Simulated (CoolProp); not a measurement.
trans-2-butene at 293.15 K and 0.11 MPa is compressed adiabatically to 0.27 MPa with isentropic efficiency 0.75. Each further row changes one setting.

The numbers come from the reference Helmholtz-energy equation of state, Lemmon 2005 in CoolProp. It is a short technical equation, of lower accuracy than the large ones.

```csv
case,work (kJ/kg),final temperature (K),final density (kg/m³)
as stated,51.8,328.2,5.91
efficiency 1,38.8,320.8,6.08
efficiency 0.65,59.7,332.7,5.81
```
